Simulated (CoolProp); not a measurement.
Properties of R1234ze(Z) along the isotherm 278 K (Tc = 423.3 K, pc = 3.531 MPa, ω = 0.327).

The numbers come from the reference Helmholtz-energy equation of state, Akasaka 2019 in CoolProp.

| p (MPa) | phase | density (kg/m³) | cp (kJ/(kg K)) | isothermal compressibility (1/MPa) | expansivity (1/kK) |
|---|---|---|---|---|---|
| 0.0558 | gas | 2.835 | 0.8110 | 18.47 | 4.028 |
| 0.127 | liquid | [?] | 1.220 | 0.002220 | 1.945 |
| 0.192 | liquid | 1277 | 1.219 | 0.002217 | 1.943 |
| 0.289 | liquid | 1277 | 1.219 | 0.002211 | 1.940 |
| 0.436 | liquid | 1277 | 1.219 | 0.002204 | 1.935 |
| 0.658 | liquid | 1278 | [?] | 0.002192 | 1.929 |
| 0.993 | liquid | 1279 | 1.217 | [?] | [?] |
| 1.5 | liquid | 1280 | [?] | [?] | 1.905 |
| 2.26 | liquid | 1282 | 1.213 | 0.002110 | 1.884 |

**Question.** Complete the blanks.

**Answer.** 
- 0.127, density (kg/m³): 1276
- 0.658, cp (kJ/(kg K)): 1.218
- 0.993, isothermal compressibility (1/MPa): 0.002174
- 0.993, expansivity (1/kK): 1.919
- 1.5, cp (kJ/(kg K)): 1.215
- 1.5, isothermal compressibility (1/MPa): 0.002148
